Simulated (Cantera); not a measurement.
A Cantera script and what it prints.

```python
import numpy as np
import cantera as ct

gas_names = [...]  # 109 gases of nasa_gas.yaml made of C, Cl, H, Si
cond_names = """
    C(gr) C6H6(L) C7H8(L) C8H18(L),n-octa Si(cr) Si(L) SiC(b)
""".split()


# ... load() reads the species with a 1 bar reference pressure and builds the phases ...
atoms = {
    '(CH3)2SiCl2': {'C': 2, 'H': 6, 'Si': 1, 'CL': 2},
    'C2H4': {'C': 2, 'H': 4},
    'H2': {'H': 2},
}
top_T = {'C(gr)': 4500, 'SiC(b)': 3050}  # K; cautious upper limits of use, not melting points


# ... equilibrate(T, P, feed) seeds the gas with the atoms and calls Mixture.equilibrate('TP', solver="vcs", rtol=1e-11, max_steps=5000) ...
results = []
feed = {'(CH3)2SiCl2': 1, 'C2H4': 0.018, 'H2': 65}  # mol
P = 10000  # Pa
for T in [1175, 1375, 1575, 1775, 1975, 2175, 2375]:
    mix = equilibrate(T, P, feed)
    results.append((T, P, feed, dict(zip(mix.species_names, mix.species_moles))))

top = {s: max(r[3][s] / sum(r[3][g] for g in gas_names) for r in results) for s in gas_names}
cols = sorted((s for s in top if top[s] > 0.0001), key=lambda s: -top[s])[:9]
seen = [c for c in cond_names if any(r[3].get(c, 0) > 1e-12 for r in results)]
print("log10 of partial pressures in bar; condensed amounts in mol")
print(f"{'T/K':>10s}" + "".join(f"{s[:9]:>10s}" for s in cols + seen))
for T, P, feed, n in results:
    ng = sum(n[g] for g in gas_names)
    print(f"{T:10.4g}" + "".join(f"{np.log10(max(n[s] / ng * P / 1e5, 1e-99)):10.3f}" for s in cols)
          + "".join(f"{n.get(c, 0):10.4g}" for c in seen))
```

It prints:

```
log10 of partial pressures in bar; condensed amounts in mol
       T/K        H2         H       HCL C2H2,acet        Si       CH4        CL      SiC2      Si2C     C(gr)    SiC(b)
      1175    -1.014    -7.418    -2.538    -8.210   -15.112    -3.745    -9.001   -19.426   -19.368    0.9127    0.9993
      1375    -1.013    -5.972    -2.538    -6.763   -11.755    -4.329    -7.579   -15.022   -15.041     1.004    0.9992
      1575    -1.013    -4.888    -2.539    -5.689    -9.257    -4.766    -6.514   -11.750   -11.831     1.023     0.998
      1775    -1.013    -4.045    -2.540    -4.860    -7.327    -5.104    -5.687    -9.228    -9.360     1.016    0.9958
      1975    -1.015    -3.371    -2.544    -4.202    -5.792    -5.373    -5.027    -7.226    -7.401    0.9551    0.9907
      2175    -1.021    -2.822    -2.552    -3.672    -4.543    -5.598    -4.490    -5.602    -5.812    0.7742    0.9577
      2375    -1.037    -2.369    -2.573    -3.244    -3.506    -5.804    -4.052    -4.258    -4.499    0.4809    0.6359
```

These are equilibrium values from Cantera (NASA tables, ideal gas, pure condensed phases), not measurements of a reactor. The feed counts by its element totals alone. The tables' values for SiCl are old estimates; treat these amounts as uncertain. Gases not in the tables: Si2H6 and higher silanes.
